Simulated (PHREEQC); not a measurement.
Dissolve 0.17 mol/kgw HCl, 7.1e-05 mol/kgw CuSO4 and 0.094 mol/kgw CuCl2 at 25 °C. Closed to the air; pH follows from the charge balance.

Equilibrium calculation in PHREEQC: ion-association model, wateq4f.dat.

No solid was allowed to form.

**Question.** What pH does the model give?

**Answer.** pH 0.88.

**Question.** In which forms is Cu present?

**Answer.** Cu+2 80 %, CuCl+ 19 %, CuCl2 1.4 % of the Cu.

Species that the database lacks are ignored.
